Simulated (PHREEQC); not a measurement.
Consider water at 25 °C with 0.0017 mol/kgw Na2HPO4, 0.0059 mol/kgw Na2SiO3 and 0.0006 mol/kgw HBr. Closed to the air; pH follows from the charge balance.

Equilibrium calculation in PHREEQC: ion-association model, wateq4f.dat.

The ionic strength comes out as 0.0180 mol/kgw. What activity coefficients do OH-, H3SiO4-, H2SiO4-2, Na+, NaHPO4- get?

OH- 0.87, H3SiO4- 0.87, H2SiO4-2 0.60, Na+ 0.88, NaHPO4- 0.88.

This is a speciation only: nothing precipitates in the calculation. H3PO4, which wateq4f.dat lacks, is added to it with the constant of phreeqc.dat.
